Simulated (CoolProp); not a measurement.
The numbers come from the reference Helmholtz-energy equation of state, Bücker 2006 in CoolProp.

Question: For ethane, give the phase and the cv (kJ/(kg K)), speed of sound (m/s), Joule-Thomson coefficient (K/MPa), viscosity (µPa s) at 110.45 °C and 281 bar.

Answer: 
- 110.45 °C and 281 bar: supercritical; cv 1.98, speed of sound 594, Joule-Thomson coefficient 0.401, viscosity 44.0

Viscosity comes from a separate model (Friend 1991).
